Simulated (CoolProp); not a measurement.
A single-stage vapour-compression cycle with the fluid: evaporating at 309.15 K (dew point), condensing at 344.15 K (bubble point), superheat 10 K, subcooling 8 K, compressor efficiency 0.6, no pressure losses. The same conditions are run with several fluids, on thermodynamics alone (safety and materials aside).

Computed with CoolProp (reference Helmholtz-energy equation of state of each fluid (R141b: Lemmon 2006; R124: de Vries 1995; c-C4F8 (RC318): Platzer 1990; sulfur dioxide: Gao 2016; 1,2-dichloroethane: Thol 2015; R123: Younglove 1994)). The equations of Platzer and Polt are older, rougher fits.

| fluid | cooling COP | pressure ratio | discharge temperature (K) | refrigerating effect (kJ/kg) | volumetric capacity (kJ/m³) |
|---|---|---|---|---|---|
| R141b | (withheld) | 2.87 | 370.8 | 197 | 1050 |
| R124 | 4.62 | (withheld) | 360.8 | 116 | 3590 |
| c-C4F8 (RC318) | 4.42 | 2.50 | 348.2 | 75.8 | (withheld) |
| sulfur dioxide | 4.69 | 2.60 | 423.0 | 313 | (withheld) |
| 1,2-dichloroethane | 5.03 | 3.87 | 392.8 | 322 | (withheld) |
| R123 | 4.91 | 2.87 | 364.5 | 145 | 1190 |

Q: Fill in the missing entries.

A: 
- R141b, cooling COP: 4.96
- R124, pressure ratio: 2.43
- c-C4F8 (RC318), volumetric capacity (kJ/m³): 2820
- sulfur dioxide, volumetric capacity (kJ/m³): 4570
- 1,2-dichloroethane, volumetric capacity (kJ/m³): 210
